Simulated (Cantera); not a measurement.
A closed system holds: 1 mol C6H6, 84 mol H2, 7.9 mol N2, held at 1200 °C and 0.680 bar.

Equilibrium computed with Cantera from the NASA thermochemical tables; the gas is ideal and each condensed phase is pure. Candidate condensed phases: C, C6H6, C7H8, C8H18; 92 gas species. Equilibrium is a limit: real reactors are often held back by kinetics, nucleation or transport.

Base state: H2 0.915, N2 0.0833, CH4 0.00167, HCN 0.000240, H 1.47e-5, NH3 1.16e-5 (mole fractions); condensed: C(graphite).

### Question
What changes in the equilibrium state with this change: pressure from 0.680 bar to 10.0 mbar?

### Answer
| species | before | after |
|---|---|---|
| H2 | 0.915 | 0.916 |
| N2 | 0.0833 | 0.0831 |
| HCN | 0.000240 | 0.000240 |
| CH4 | 0.00167 | 2.47e-5 |
| NH3 | 1.16e-5 | 1.70e-7 |
| H | 1.47e-5 | 0.000121 |
| C(graphite), mol | 5.82 | 5.97 |

### Question
What changes in the equilibrium state with this change: pressure from 0.680 bar to 1 atm?

### Answer
| species | before | after |
|---|---|---|
| H2 | 0.915 | 0.914 |
| N2 | 0.0833 | 0.0833 |
| CH4 | 0.00167 | 0.00248 |
| NH3 | 1.16e-5 | 1.72e-5 |
| H | 1.47e-5 | 1.20e-5 |
| HCN | 0.000240 | 0.000240 |
| C(graphite), mol | 5.82 | 5.74 |
